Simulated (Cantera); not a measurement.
Adiabatic ignition

An adiabatic, constant-pressure homogeneous reactor starts with 25.5 % H₂, 9.81 % O₂, 64.7 % N₂, equivalence ratio 1.3, at 1000 K and 5.00 bar.

Detailed kinetics in Cantera: the H2/O2 subset of GRI-Mech 3.0, which has no nitrogen chemistry. The hydrogen kinetics of GRI-Mech 3.0 are dated; newer H2 mechanisms differ, most at raised pressure.

```csv
t (s),T (K),x H₂,x O₂,x OH,x H₂O,x HO₂,x H
1.00e-6,1000,0.255,0.0981,1.12e-12,1.17e-11,1.45e-10,4.54e-11
3.62e-6,1000,0.255,0.0981,1.87e-12,9.76e-11,6.84e-10,6.55e-11
1.31e-5,1000,0.255,0.0981,1.97e-12,4.64e-10,2.77e-9,6.84e-11
4.73e-5,1000,0.255,0.0981,2.14e-12,1.86e-9,1.04e-8,7.40e-11
0.000171,1000,0.255,0.0981,2.94e-12,8.08e-9,3.91e-8,9.69e-11
0.000618,1000,0.255,0.0981,8.44e-12,5.57e-8,1.67e-7,2.18e-10
0.00224,1000,0.255,0.0981,1.05e-10,1.40e-6,1.62e-6,1.94e-9
0.00809,1004,0.254,0.0977,1.38e-8,0.000438,3.62e-5,1.47e-7
0.0292,2400,0.0646,2.93e-5,0.00112,0.216,3.08e-8,0.00182
0.106,2400,0.0646,2.93e-5,0.00112,0.216,3.08e-8,0.00182
0.382,2400,0.0646,2.93e-5,0.00112,0.216,3.08e-8,0.00182
1.38,2400,0.0646,2.93e-5,0.00112,0.216,3.08e-8,0.00182
5.00,2400,0.0646,2.93e-5,0.00112,0.216,3.08e-8,0.00182
```
x: mole fraction; the columns are a selection and need not sum to one.

```yaml
time_of_steepest_temperature_rise: 12.4 ms
temperature at 5.00 s: 2400 K
equilibrium_temperature: 2400 K
x(H₂) at 5.00 s: 0.0646 (gas-phase equilibrium 0.0646)
x(O₂) at 5.00 s: 2.93e-5 (gas-phase equilibrium 2.93e-5)
x(OH) at 5.00 s: 0.00112 (gas-phase equilibrium 0.00112)
```
